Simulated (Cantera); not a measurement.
Charge: 1 mol BN, 180 mol H2, at 750 °C and 0.000790 bar.

Cantera equilibrium calculation (NASA polynomials, part measured and part estimated; ideal gas, pure solids and liquids). Candidate condensed phases: B, BN; 15 gas species. Equilibrium is a limit: real reactors are often held back by kinetics, nucleation or transport.

Base state: H2 1.00 (mole fractions); condensed: BN(s).

### Question
What changes in the equilibrium state with this change: temperature from 750 °C to 1600 °C?

### Answer
```json
[
 {"species": "H2", "before": "1.00", "after": "0.974"},
 {"species": "H", "before": "1.48e-7", "after": "0.0227"},
 {"species": "N2", "before": "<1e-9", "after": "0.00274"},
 {"species": "BH2", "before": "<1e-9", "after": "0.000209"},
 {"species": "B", "before": "<1e-9", "after": "1.76e-5"},
 {"species": "BN(s), mol", "before": "1.00", "after": "0"},
 {"species": "B(s), mol", "before": "0", "after": "0.958"}
]
```
The tables' values for BH2 are old estimates; treat these amounts as uncertain.
